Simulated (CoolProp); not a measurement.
Vapour-liquid equilibrium of isopentane (1) + R365MFC (2) at 0.131 MPa; x and y are mole fractions of (1).

Model: multi-fluid Helmholtz-energy mixture model, Lemmon 2006 and Lemmon 2016; pair parameters Bell 2016, in CoolProp.

| x | bubble temperature, mixture model (°C) | bubble temperature, Raoult's law (°C) | y, mixture model | y, Raoult's law |
|---|---|---|---|---|
| 0.05 | 42.5 | 46.9 | 0.192 | 0.071 |
| 0.125 | 37.4 | 45.9 | 0.367 | 0.173 |
| 0.2 | 34.2 | 44.9 | 0.469 | 0.269 |
| 0.275 | 32.2 | 43.9 | 0.531 | 0.360 |
| 0.35 | 31.1 | 43.0 | 0.572 | 0.445 |
| 0.425 | 30.4 | 42.1 | 0.600 | 0.524 |
| 0.5 | 29.9 | 41.2 | 0.621 | 0.600 |
| 0.575 | 29.7 | 40.3 | 0.640 | 0.670 |
| 0.65 | 29.6 | 39.4 | 0.660 | 0.737 |
| 0.725 | 29.7 | 38.5 | 0.685 | 0.800 |
| 0.8 | 30.0 | 37.7 | 0.721 | 0.859 |
| 0.875 | 30.9 | 36.8 | 0.778 | 0.914 |
| 0.95 | 32.9 | 36.0 | 0.881 | 0.967 |

The largest gap from Raoult's law is -11.9 K in bubble temperature, at x = 0.35. y crosses x between x = 0.65 and 0.725: the model has an azeotrope there.

Pair parameters are fitted to limited data, so mixtures are less certain than the pure fluids.
